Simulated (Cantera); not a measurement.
Input (Python, Cantera) and output of one run.

```python
import numpy as np
import cantera as ct

gas_names = """
    AL ALH ALN ALO ALOH ALO2 ALO2H AL2 AL2O AL2O2 H HALO HNO HNO2 HNO3 HO2 H2 H2O H2O2 N NH NH2 NH3
    NH2OH NO NO2 NO3 N2 N2H2 N2H4 N2O O OH O2 O3
""".split()
cond_names = """
    AL(cr) AL(L) ALN(s) AL2O3(a) AL2O3(L) H2O(s) H2O(L)
""".split()


# ... load() reads the species with a 1 bar reference pressure and builds the phases ...
atoms = {
    'Al': {'AL': 1},
    'N2O': {'N': 2, 'O': 1},
    'H2': {'H': 2},
}
top_T = {'ALN(s)': 2750}  # K; cautious upper limits of use, not melting points


# ... equilibrate(T, P, feed) seeds the gas with the atoms and calls Mixture.equilibrate('TP', solver="vcs", rtol=1e-11, max_steps=5000) ...
results = []
feed = {'Al': 1, 'N2O': 1.2, 'H2': 770}  # mol
P = 140  # Pa
for T in [1725, 1775, 1825, 1875, 1925, 1975, 2025]:
    mix = equilibrate(T, P, feed)
    results.append((T, P, feed, dict(zip(mix.species_names, mix.species_moles))))

top = {s: max(r[3][s] / sum(r[3][g] for g in gas_names) for r in results) for s in gas_names}
cols = sorted((s for s in top if top[s] > 0.001), key=lambda s: -top[s])[:7]
seen = [c for c in cond_names if any(r[3].get(c, 0) > 1e-12 for r in results)]
print("log10 of partial pressures in bar; condensed amounts in mol")
print(f"{'T/K':>10s}" + "".join(f"{s[:9]:>10s}" for s in cols + seen))
for T, P, feed, n in results:
    ng = sum(n[g] for g in gas_names)
    print(f"{T:10.4g}" + "".join(f"{np.log10(max(n[s] / ng * P / 1e5, 1e-99)):10.3f}" for s in cols)
          + "".join(f"{n.get(c, 0):10.4g}" for c in seen))
```

It prints:

```
log10 of partial pressures in bar; condensed amounts in mol
       T/K        H2         H        N2       H2O  AL2O3(a)
      1725    -2.857    -5.160    -5.663    -7.592    0.3866
      1775    -2.858    -4.967    -5.664    -7.177    0.3783
      1825    -2.860    -4.786    -5.665    -6.805    0.3597
      1875    -2.862    -4.615    -5.666    -6.480    0.3235
      1925    -2.866    -4.453    -5.668    -6.198    0.2597
      1975    -2.871    -4.299    -5.670    -5.950    0.1553
      2025    -2.878    -4.155    -5.673    -5.736         0
```

Equilibrium computed with Cantera from the NASA thermochemical tables; the gas is ideal and each condensed phase is pure. The tables' values for AlOH are old estimates; treat these amounts as uncertain.
